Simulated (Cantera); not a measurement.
## CF4 + H2 (fluorocarbon and chlorocarbon gases)

Input: 1 mol CF4, 0.058 mol H2, equilibrated at 848 K and 1.00 bar.

These are equilibrium values from Cantera (NASA tables, ideal gas, pure condensed phases), not measurements of a reactor. Candidate condensed phases: C, C6H6, C7H8, C8H18; 95 gas species. Condensed phases not in the tables: fluorocarbon polymer. Gases not in the tables: C2F6 and larger saturated fluorocarbons. The numbers say what is thermodynamically allowed, not how fast it happens.

```json
{
  "x(CF4)": "0.893",
  "x(HF)": "0.107",
  "n(C(graphite))": "0.0290 mol",
  "gas_amount": "1.087 mol"
}
```
